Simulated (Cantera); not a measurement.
A freely propagating, adiabatic, planar premixed flame of 16.4 % CH3OH, 17.5 % O2, 66.1 % N2, unburnt at 500 K and 13300 Pa; unity-Lewis-number transport, grid criteria slope 0.08 and curve 0.16, no radiation.

Model: GRI-Mech 3.0 (53 species, 325 reactions), integrated in Cantera. GRI-Mech 3.0 was tuned for natural gas; its chemistry of methanol as a main component is partial and can be far from experiment. Unity Lewis numbers drop preferential diffusion, which matters most where H2 and H carry the flame. Burning velocities carry a grid error of a few per cent, more on coarse grids.

Question: Predict: laminar burning velocity; thermal thickness; peak x(CO); peak x(CH2CO); peak x(CH3).

Answer: 
- laminar burning velocity = 72.4 cm/s
- thermal thickness = 2.50 mm
- peak x(CO) = 0.0923
- peak x(CH2CO) = 1.17e-5
- peak x(CH3) = 0.000407
